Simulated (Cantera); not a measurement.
Feed: 1 mol CuO, 4.6 mol CO, 6.7 mol H₂, held at 1348.15 K and 100 Pa.

These are equilibrium values from Cantera (NASA tables, ideal gas, pure condensed phases), not measurements of a reactor. Candidate condensed phases: C, C₆H₆, C₇H₈, C₈H₁₈, Cu, CuO, Cu(OH)₂, Cu₂O, H₂O; 113 gas species. Kinetics and transport are ignored.

Base state: H₂ 0.528, CO 0.383, H₂O 0.0645, CO₂ 0.0239, Cu 0.000470, H 5.33e-5 (mole fractions); condensed: Cu(s).

What changes in the equilibrium state with this change: temperature from 1348.15 K to 2200 K?


```csv
species,before,after
H₂,0.528,0.393
CO,0.383,0.342
H,5.33e-5,0.112
Cu,0.000470,0.0766
CO₂,0.0239,0.0104
H₂O,0.0645,0.0631
O,<1e-9,0.000496
O₂,<1e-9,3.36e-5
OH,1.05e-7,0.00250
"Cu(s), mol",0.995,0
```
